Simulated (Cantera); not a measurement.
An isothermal, constant-pressure homogeneous reactor starts with NH₃ : H₂ = 1 : 9.8 (molar parts), at 1875 K and 0.0286 atm.

Computed with Cantera and the gas-phase N/H chemistry of the illustrative SiF4/NH3 mechanism in the Surface Chemkin manual (1991). Walls and surfaces, which speed up NH3 decomposition in real reactors, are not modelled.

x: mole fraction; the columns are a selection and need not sum to one.

```tsv
t (s)	x NH₃	x H₂	x N₂	x N₂H₂	x NH₂	x N₂H₄	x H
0.000400	0.0926	0.907	8.44e-12	5.00e-12	1.27e-6	<1e-12	4.41e-6
0.00118	0.0926	0.907	3.94e-10	5.02e-11	3.70e-6	<1e-12	1.30e-5
0.00348	0.0926	0.907	1.36e-8	4.97e-10	1.09e-5	4.71e-12	3.84e-5
0.0103	0.0926	0.907	4.57e-7	5.43e-9	3.20e-5	4.07e-11	0.000113
0.0303	0.0924	0.907	1.77e-5	6.57e-8	9.05e-5	3.25e-10	0.000321
0.0894	0.0915	0.907	___	2.68e-7	0.000158	9.85e-10	0.000564
0.264	0.0880	0.909	0.00203	2.69e-7	0.000157	9.72e-10	0.000584
0.779	0.0783	0.914	0.00645	2.33e-7	0.000145	8.29e-10	0.000610
2.30	0.0562	0.926	0.0166	1.57e-7	0.000115	5.28e-10	0.000687
6.78	___	0.945	___	___	___	1.53e-10	___
20.0	0.000988	0.954	0.0419	1.61e-9	8.03e-6	2.51e-12	0.00280
```

Fill in the missing entries.


- 0.0894, x N₂: 0.000397
- 6.78, x NH₃: 0.0223
- 6.78, x N₂: 0.0321
- 6.78, x N₂H₂: 5.37e-8
- 6.78, x NH₂: 6.22e-5
- 6.78, x H: 0.000950
